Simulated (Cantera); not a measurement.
Cantera run:

```python
import numpy as np
import cantera as ct

gas_names = """
    H HO2 H2 H2O H2O2 O OH O2 O3 V VO VO2
""".split()
cond_names = """
    H2O(s) H2O(L) V(cr) V(L) VO(s) VO(L) V2O3(s) V2O3(L) V2O4(I) V2O4(II) V2O4(L) V2O5(s) V2O5(L)
""".split()


def load(file, names, dense=False):
    # The tables refer to 1 bar. Condensed volumes are neglected.
    table = {s.name: s for s in ct.Species.list_from_file(file)}
    out = []
    for n in names:
        d = dict(table[n].input_data)
        d["thermo"] = dict(d["thermo"], **{"reference-pressure": 1e5})
        if dense:
            d["equation-of-state"] = {"model": "constant-volume", "density": "1e6 g/cm^3"}
        out.append(ct.Species.from_dict(d))
    return out


gas = ct.Solution(thermo="ideal-gas", species=load("nasa_gas.yaml", gas_names))
cond = {s.name: ct.Solution(thermo="fixed-stoichiometry", species=[s], name=s.name)
        for s in load("nasa_condensed.yaml", cond_names, dense=True)}
atoms = {
    'V2O3': {'V': 2, 'O': 3},
    'H2': {'H': 2},
    'H2O': {'H': 2, 'O': 1},
}
top_T = {}  # K; cautious upper limits of use, not melting points


def equilibrate(T, P, feed):
    n = {}
    for name, mol in feed.items():
        for a, k in atoms[name].items():
            n[a] = n.get(a, 0.0) + k * mol
    gas.TPX = T, P, n
    mass = sum(n.values()) * gas.mean_molecular_weight
    gas.equilibrate("TP")
    valid = [c for c in cond.values() if c.min_temp <= T <= top_T.get(c.name, c.max_temp)]
    mix = ct.Mixture([(gas, mass / gas.mean_molecular_weight)] + [(c, 0.0) for c in valid])
    mix.T, mix.P = T, P
    mix.equilibrate("TP", solver="vcs", rtol=1e-11, max_steps=5000)
    return mix


results = []
P = 100000  # Pa
for T in [700, 800, 900, 1000, 1100, 1200, 1300, 1400, 1500, 1600, 1700, 1800, 1900, 2000]:
    for m in [0.88, 1.1, 1.4, 1.8, 2.3, 2.9, 3.7, 4.6, 5.9, 7.4]:
        feed = {'V2O3': 1, 'H2': 1300, 'H2O': m}  # mol
        mix = equilibrate(T, P, feed)
        results.append((T, P, feed, dict(zip(mix.species_names, mix.species_moles))))

for T, P, feed, n in results:
    print(f"{T:7g} {feed['H2O']:10.4g}  " + (" + ".join(c for c in cond_names if n.get(c, 0) > 1e-12) or "gas only"))
```

Result:

```
    700       0.88  V2O3(s)
    700        1.1  V2O3(s)
    700        1.4  V2O3(s)
    700        1.8  V2O3(s)
    700        2.3  V2O3(s)
    700        2.9  V2O3(s)
    700        3.7  V2O3(s)
    700        4.6  V2O3(s)
    700        5.9  V2O3(s)
    700        7.4  V2O3(s)
    800       0.88  V2O3(s)
    800        1.1  V2O3(s)
    800        1.4  V2O3(s)
    800        1.8  V2O3(s)
    800        2.3  V2O3(s)
    800        2.9  V2O3(s)
    800        3.7  V2O3(s)
    800        4.6  V2O3(s)
    800        5.9  V2O3(s)
    800        7.4  V2O3(s)
    900       0.88  V2O3(s)
    900        1.1  V2O3(s)
    900        1.4  V2O3(s)
    900        1.8  V2O3(s)
    900        2.3  V2O3(s)
    900        2.9  V2O3(s)
    900        3.7  V2O3(s)
    900        4.6  V2O3(s)
    900        5.9  V2O3(s)
    900        7.4  V2O3(s)
   1000       0.88  V2O3(s)
   1000        1.1  V2O3(s)
   1000        1.4  V2O3(s)
   1000        1.8  V2O3(s)
   1000        2.3  V2O3(s)
   1000        2.9  V2O3(s)
   1000        3.7  V2O3(s)
   1000        4.6  V2O3(s)
   1000        5.9  V2O3(s)
   1000        7.4  V2O3(s)
   1100       0.88  V2O3(s)
   1100        1.1  V2O3(s)
   1100        1.4  V2O3(s)
   1100        1.8  V2O3(s)
   1100        2.3  V2O3(s)
   1100        2.9  V2O3(s)
   1100        3.7  V2O3(s)
   1100        4.6  V2O3(s)
   1100        5.9  V2O3(s)
   1100        7.4  V2O3(s)
   1200       0.88  V2O3(s)
   1200        1.1  V2O3(s)
   1200        1.4  V2O3(s)
   1200        1.8  V2O3(s)
   1200        2.3  V2O3(s)
   1200        2.9  V2O3(s)
   1200        3.7  V2O3(s)
   1200        4.6  V2O3(s)
   1200        5.9  V2O3(s)
   1200        7.4  V2O3(s)
   1300       0.88  VO(s) + V2O3(s)
   1300        1.1  VO(s) + V2O3(s)
   1300        1.4  V2O3(s)
   1300        1.8  V2O3(s)
   1300        2.3  V2O3(s)
   1300        2.9  V2O3(s)
   1300        3.7  V2O3(s)
   1300        4.6  V2O3(s)
   1300        5.9  V2O3(s)
   1300        7.4  V2O3(s)
   1400       0.88  VO(s)
   1400        1.1  VO(s)
   1400        1.4  VO(s)
   1400        1.8  VO(s) + V2O3(s)
   1400        2.3  VO(s) + V2O3(s)
   1400        2.9  V2O3(s)
   1400        3.7  V2O3(s)
   1400        4.6  V2O3(s)
   1400        5.9  V2O3(s)
   1400        7.4  V2O3(s)
   1500       0.88  VO(s)
   1500        1.1  VO(s)
   1500        1.4  VO(s)
   1500        1.8  VO(s)
   1500        2.3  VO(s)
   1500        2.9  VO(s)
   1500        3.7  VO(s)
   1500        4.6  VO(s) + V2O3(s)
   1500        5.9  V2O3(s)
   1500        7.4  V2O3(s)
   1600       0.88  VO(s)
   1600        1.1  VO(s)
   1600        1.4  VO(s)
   1600        1.8  VO(s)
   1600        2.3  VO(s)
   1600        2.9  VO(s)
   1600        3.7  VO(s)
   1600        4.6  VO(s)
   1600        5.9  VO(s)
   1600        7.4  VO(s) + V2O3(s)
   1700       0.88  VO(s)
   1700        1.1  VO(s)
   1700        1.4  VO(s)
   1700        1.8  VO(s)
   1700        2.3  VO(s)
   1700        2.9  VO(s)
   1700        3.7  VO(s)
   1700        4.6  VO(s)
   1700        5.9  VO(s)
   1700        7.4  VO(s)
   1800       0.88  VO(s)
   1800        1.1  VO(s)
   1800        1.4  VO(s)
   1800        1.8  VO(s)
   1800        2.3  VO(s)
   1800        2.9  VO(s)
   1800        3.7  VO(s)
   1800        4.6  VO(s)
   1800        5.9  VO(s)
   1800        7.4  VO(s)
   1900       0.88  VO(s)
   1900        1.1  VO(s)
   1900        1.4  VO(s)
   1900        1.8  VO(s)
   1900        2.3  VO(s)
   1900        2.9  VO(s)
   1900        3.7  VO(s)
   1900        4.6  VO(s)
   1900        5.9  VO(s)
   1900        7.4  VO(s)
   2000       0.88  VO(s)
   2000        1.1  VO(s)
   2000        1.4  VO(s)
   2000        1.8  VO(s)
   2000        2.3  VO(s)
   2000        2.9  VO(s)
   2000        3.7  VO(s)
   2000        4.6  VO(s)
   2000        5.9  VO(s)
   2000        7.4  VO(s)
```

Equilibrium computed with Cantera from the NASA thermochemical tables; the gas is ideal and each condensed phase is pure. Mutual solubility and eutectic melting of coexisting phases are not modelled. VO: taken at fixed stoichiometry. Condensed phases not in the tables: the oxides between V2O3 and V2O5 other than VO2.
